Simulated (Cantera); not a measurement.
An isothermal, constant-pressure homogeneous reactor starts with H₂ : O₂ : N₂ = 1.7 : 1 : 0.52 (molar parts), equivalence ratio 0.85, at 1200 K and 0.464 atm.

Model: the H2/O2 subset of GRI-Mech 3.0, which has no nitrogen chemistry, integrated in Cantera. The temperature is held fixed by assumption; the heat of reaction is taken as removed at once.

One state of this run: x H₂ = 5.38e-8; x O₂ = 0.0633; x H₂O₂ = 3.08e-9; x HO₂ = 1.21e-8; x H = 6.89e-11; x H₂O = 0.717. x: mole fraction; the columns are a selection and need not sum to one.

### Question
Which value of t (s) does it belong to?
(A) 0.835
(B) 0.00500
(C) 0.000108
(D) 0.000387

### Answer
A, 0.835
